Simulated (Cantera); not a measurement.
A closed system holds: 1 mol TiO₂, 150 mol H₂, 2.5 mol H₂O, equilibrated at 2125 K and 8.25 Torr.

Cantera equilibrium calculation (NASA polynomials, part measured and part estimated; ideal gas, pure solids and liquids). Candidate condensed phases: H₂O, Ti, TiO, TiO₂, Ti₂O₃, Ti₃O₅, Ti₄O₇; 12 gas species. Kinetics and transport are ignored.

Question: What is the equilibrium state?

Answer: 
```json
{
  "x(H₂)": "0.948",
  "x(H)": "0.0337",
  "x(H₂O)": "0.0182",
  "x(OH)": "8.03e-5",
  "x(TiO)": "5.56e-5",
  "x(TiO₂)": "5.39e-5",
  "x(O)": "2.02e-6",
  "n(Ti₃O₅(l))": "0.328 mol",
  "gas_amount": "155.1 mol",
  "log10 activity of Ti₄O₇(l) (absent)": "-0.09",
  "log10 activity of Ti₂O₃(l) (absent)": "-0.29",
  "log10 activity of Ti(l) (absent)": "-4.58"
}
```
